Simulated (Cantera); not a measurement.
A perfectly stirred reactor is fed with CH4 : O2 : N2 = 0.0049 : 0.0021 : 1 (molar parts), at 0.602 atm; it is held at 1025 K, and followed from long to short residence time.

Model: GRI-Mech 3.0 (53 species, 325 reactions), integrated in Cantera.

What does this change do: temperature 1025 to 1500 K?


```tsv
quantity	before	after
x(CH4) at τ = 2.50 s	0.00487	0.00127
x(O2) at τ = 2.50 s	0.00209	8.74e-5
x(CO2) at τ = 2.50 s	5.31e-12	0.000187
x(NO2) at τ = 2.50 s	<1e-12	<1e-12
x(C2H2) at τ = 2.50 s	<1e-12	0.000950
x(CH4) at τ = 32.0 ms	0.00487	0.00421
x(O2) at τ = 32.0 ms	0.00209	0.00187
x(CO2) at τ = 32.0 ms	<1e-12	1.19e-5
x(NO2) at τ = 32.0 ms	<1e-12	<1e-12
x(C2H2) at τ = 32.0 ms	<1e-12	6.90e-5
```
